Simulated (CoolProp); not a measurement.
Saturation properties of methane.

Values from CoolProp's reference Helmholtz-energy equation of state, Setzmann 1991.

```
T (K)  p (kPa)  vapour density (kg/m³)  surface tension (mN/m)  liquid viscosity (µPa s)  liquid conductivity (mW/(m K))
-----  -------  ----------------------  ----------------------  ------------------------  ------------------------------
151.9     1132                   17.79                    5.46                      55.5                             127
154.5     1268                   19.97                    5.01                      53.1                             123
157.1     1414                   22.39                    4.58                      50.7                             119
159.7     1573                   25.06                    4.15                      48.4                             115
162.3     1744                   28.02                    3.72                      46.1                             112
164.9     1928                   31.31                    3.31                      43.9                             108
167.5     2125                   35.00                    2.90                      41.7                             104
170.1     2337                   39.14                    2.50                      39.5                             100
172.7     2563                   43.84                    2.12                      37.3                            96.6
175.3     2805                   49.22                    1.74                      35.1                            92.7
177.9     3064                   55.48                    1.38                      32.9                            88.8
180.5     3340                   62.92                    1.04                      30.6                            84.8
183.1     3634                   72.07                   0.711                      28.3                            81.0
```

It boils at 111.7 K under 1 atm.

Viscosity comes from a separate model (Quiñones-Cisneros 2006). Thermal conductivity comes from a separate model (Friend 1989). Surface tension comes from a separate correlation (Mulero 2012).
